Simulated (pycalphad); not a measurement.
An equivalent pycalphad script:

```python
from pycalphad import Database, equilibrium, calculate, variables as v
import numpy as np
db = Database('COST507.tdb')
comps = ['TI', 'HF', 'B', 'VA']
phases = ['B2M', 'B2TI', 'B4M3', 'B4TI3', 'BCC_A2', 'BETA_RHOMBO_B', 'BM', 'BTI', 'HCP_A3', 'LIQUID']
eq = equilibrium(db, comps, phases, {v.X('HF'): 0.0197, v.X('B'): 0.0395, v.T: np.arange(2850, 499, -40), v.P: 101325, v.N: 1}, output=['HM', 'SM'])
```

CALPHAD calculation (pycalphad, COST 507 light-alloy database (1999)), 1 atm. The data set is of 1999 and partly superseded. Phase fractions are per mole of atoms. Diffusion is slow at the low end, where real alloys seldom reach equilibrium.

Results at three of the temperatures:

```
T = 2570.00 K, P = 101325 Pa, N = 1 mol of atoms
G = -193794 J/mol, H = 94524 J/mol, S = 112.19 J/(mol K)  (SER reference)
chemical potentials (J/mol): Ti -187603, Hf -311292, B -282647
phase             fraction      x(Ti)      x(Hf)       x(B)
LIQUID              1.0000     0.9408     0.0197     0.0395
```

```
T = 2290.00 K, P = 101325 Pa, N = 1 mol of atoms
G = -163105 J/mol, H = 81740 J/mol, S = 106.92 J/(mol K)  (SER reference)
chemical potentials (J/mol): Ti -157076, Hf -267321, B -254733
phase             fraction      x(Ti)      x(Hf)       x(B)
LIQUID              1.0000     0.9408     0.0197     0.0395
```

```
T = 2090.00 K, P = 101325 Pa, N = 1 mol of atoms
G = -142132 J/mol, H = 72613 J/mol, S = 102.75 J/(mol K)  (SER reference)
chemical potentials (J/mol): Ti -136231, Hf -236819, B -235445
phase             fraction      x(Ti)      x(Hf)       x(B)
LIQUID              1.0000     0.9408     0.0197     0.0395
```

Changes of the phase set, refined by bisection:

```
T (K)     phases above    phases below
------  --------------  --------------
1858.9          liquid    bcc + liquid
1814.3    bcc + liquid        bcc + BM
1141.0        bcc + BM  bcc + BM + hcp
1136.4  bcc + BM + hcp        BM + hcp
```

Database names, with the compositions (at.%) that they take in these runs: BM: Ti 50 B 50.
